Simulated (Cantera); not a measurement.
Cantera with NASA thermochemical tables; ideal gases at 1 bar, condensed phases pure. Values are per mole of reaction as written; species without (g) are pure solids or liquids, kept so even where they would boil at 1 bar.

Task: Between 1300 and 2100 K, where is each reaction favourable under standard conditions?
- 2 BaO + H2(g) + H2O2(g) ⇌ 2 Ba(OH)2

Result: 
- 2 BaO + H2(g) + H2O2(g) ⇌ 2 Ba(OH)2: ΔG° is -359 kJ at 1300 K and -248 kJ at 2100 K; it stays negative (K > 1). ΔH° is -517 kJ and ΔS° -128 J/K at 2100 K.
